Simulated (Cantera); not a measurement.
What does this Cantera script print?

```python
import numpy as np
import cantera as ct

gas_names = [...]  # 62 gases of nasa_gas.yaml made of B, F, H, N, O
cond_names = """
    B(b) B(L) BN(s) B2O3(L) B3O3H3(cr) H2O(s) H2O(L)
""".split()


# ... load() reads the species with a 1 bar reference pressure and builds the phases ...
atoms = {
    'B2O3': {'B': 2, 'O': 3},
    'HF': {'H': 1, 'F': 1},
    'N2': {'N': 2},
}
top_T = {'BN(s)': 3200}  # K; cautious upper limits of use, not melting points


# ... equilibrate(T, P, feed) seeds the gas with the atoms and calls Mixture.equilibrate('TP', solver="vcs", rtol=1e-11, max_steps=5000) ...
results = []
feed = {'B2O3': 1, 'HF': 1, 'N2': 1.8}  # mol
P = 8100  # Pa
for T in [1098, 1123, 1148, 1173, 1198, 1223, 1248, 1273, 1298, 1323, 1348, 1373, 1398, 1423]:
    mix = equilibrate(T, P, feed)
    results.append((T, P, feed, dict(zip(mix.species_names, mix.species_moles))))

top = {s: max(r[3][s] / sum(r[3][g] for g in gas_names) for r in results) for s in gas_names}
cols = sorted((s for s in top if top[s] > 0.001), key=lambda s: -top[s])[:7]
seen = [c for c in cond_names if any(r[3].get(c, 0) > 1e-12 for r in results)]
print("log10 of partial pressures in bar; condensed amounts in mol")
print(f"{'T/K':>10s}" + "".join(f"{s[:9]:>10s}" for s in cols + seen))
for T, P, feed, n in results:
    ng = sum(n[g] for g in gas_names)
    print(f"{T:10.4g}" + "".join(f"{np.log10(max(n[s] / ng * P / 1e5, 1e-99)):10.3f}" for s in cols)
          + "".join(f"{n.get(c, 0):10.4g}" for c in seen))
```

Result:

```
log10 of partial pressures in bar; condensed amounts in mol
       T/K        N2        HF       H2O       BF3       BOF      HBO2    B3O3F3   B2O3(L)
      1098    -1.266    -1.993    -2.003    -2.228    -4.184    -4.775    -3.151    0.8642
      1123    -1.267    -1.977    -2.012    -2.239    -3.990    -4.597    -3.152    0.8661
      1148    -1.267    -1.961    -2.022    -2.251    -3.805    -4.428    -3.154    0.8676
      1173    -1.268    -1.947    -2.032    -2.263    -3.629    -4.267    -3.157    0.8688
      1198    -1.269    -1.934    -2.042    -2.277    -3.460    -4.113    -3.162    0.8695
      1223    -1.270    -1.922    -2.052    -2.291    -3.300    -3.966    -3.168    0.8695
      1248    -1.271    -1.912    -2.062    -2.307    -3.147    -3.826    -3.177    0.8687
      1273    -1.272    -1.902    -2.072    -2.324    -3.000    -3.692    -3.188    0.8668
      1298    -1.274    -1.895    -2.083    -2.345    -2.861    -3.564    -3.202    0.8634
      1323    -1.276    -1.890    -2.094    -2.369    -2.729    -3.441    -3.220    0.8583
      1348    -1.279    -1.886    -2.104    -2.397    -2.603    -3.323    -3.244    0.8511
      1373    -1.282    -1.886    -2.115    -2.432    -2.485    -3.210    -3.273    0.8412
      1398    -1.287    -1.888    -2.126    -2.474    -2.374    -3.101    -3.311    0.8283
      1423    -1.291    -1.894    -2.137    -2.525    -2.271    -2.997    -3.358    0.8119
```

Cantera equilibrium calculation (NASA polynomials, part measured and part estimated; ideal gas, pure solids and liquids). Gases not in the tables: H3BO3.
